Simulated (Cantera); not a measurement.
**Equilibrium for fluorocarbon and chlorocarbon gases: C2F6 + H2**

Feed: 1 mol C2F6, 17 mol H2, at 1.33 mbar.

Equilibrium computed with Cantera from the NASA thermochemical tables; the gas is ideal and each condensed phase is pure. Candidate condensed phases: C, C6H6, C7H8, C8H18; 95 gas species. The feed counts by its element totals alone. Equilibrium is a limit: real reactors are often held back by kinetics, nucleation or transport.

```json
[
 {"T (K)": "1425", "log p H": "-6.68", "log p H2": "-3.03", "log p HF": "-3.40", "log p F": "-11.86", "log p C": "<-14", "log p C3": "<-14", "n C(graphite)": "2.00"},
 {"T (K)": "1575", "log p H": "-5.90", "log p H2": "-3.03", "log p HF": "-3.40", "log p F": "-10.60", "log p C": "<-14", "log p C3": "<-14", "n C(graphite)": "2.00"},
 {"T (K)": "1725", "log p H": "-5.25", "log p H2": "-3.03", "log p HF": "-3.40", "log p F": "-9.56", "log p C": "-13.50", "log p C3": "-13.98", "n C(graphite)": "2.00"},
 {"T (K)": "1875", "log p H": "-4.70", "log p H2": "-3.04", "log p HF": "-3.40", "log p F": "-8.69", "log p C": "-11.76", "log p C3": "-11.99", "n C(graphite)": "1.99"},
 {"T (K)": "2025", "log p H": "-4.24", "log p H2": "-3.05", "log p HF": "-3.41", "log p F": "-7.94", "log p C": "-10.29", "log p C3": "-10.29", "n C(graphite)": "1.98"},
 {"T (K)": "2175", "log p H": "-3.86", "log p H2": "-3.09", "log p HF": "-3.42", "log p F": "-7.29", "log p C": "-9.01", "log p C3": "-8.84", "n C(graphite)": "1.94"},
 {"T (K)": "2325", "log p H": "-3.54", "log p H2": "-3.16", "log p HF": "-3.45", "log p F": "-6.72", "log p C": "-7.90", "log p C3": "-7.58", "n C(graphite)": "1.88"},
 {"T (K)": "2475", "log p H": "-3.30", "log p H2": "-3.30", "log p HF": "-3.49", "log p F": "-6.20", "log p C": "-6.93", "log p C3": "-6.47", "n C(graphite)": "1.78"},
 {"T (K)": "2625", "log p H": "-3.13", "log p H2": "-3.52", "log p HF": "-3.54", "log p F": "-5.70", "log p C": "-6.07", "log p C3": "-5.50", "n C(graphite)": "1.49"},
 {"T (K)": "2775", "log p H": "-3.05", "log p H2": "-3.84", "log p HF": "-3.60", "log p F": "-5.21", "log p C": "-5.32", "log p C3": "-4.70", "n C(graphite)": "0"},
 {"T (K)": "2925", "log p H": "-3.00", "log p H2": "-4.20", "log p HF": "-3.66", "log p F": "-4.74", "log p C": "-4.91", "log p C3": "-4.75", "n C(graphite)": "0"},
 {"T (K)": "3075", "log p H": "-2.98", "log p H2": "-4.56", "log p HF": "-3.76", "log p F": "-4.33", "log p C": "-4.58", "log p C3": "-4.93", "n C(graphite)": "0"},
 {"T (K)": "3225", "log p H": "-2.98", "log p H2": "-4.91", "log p HF": "-3.93", "log p F": "-4.04", "log p C": "-4.35", "log p C3": "-5.31", "n C(graphite)": "0"},
 {"T (K)": "3375", "log p H": "-2.97", "log p H2": "-5.23", "log p HF": "-4.18", "log p F": "-3.87", "log p C": "-4.25", "log p C3": "-5.95", "n C(graphite)": "0"}
]
```
log p: log10 of the partial pressure in bar; n: condensed amount in mol.

From 1425 K to 2625 K the condensed part is C(graphite). From 2775 K to 3375 K nothing is condensed. The main C-bearing gas is C2H2 (acetylene) at 1425 K and C at 3375 K.
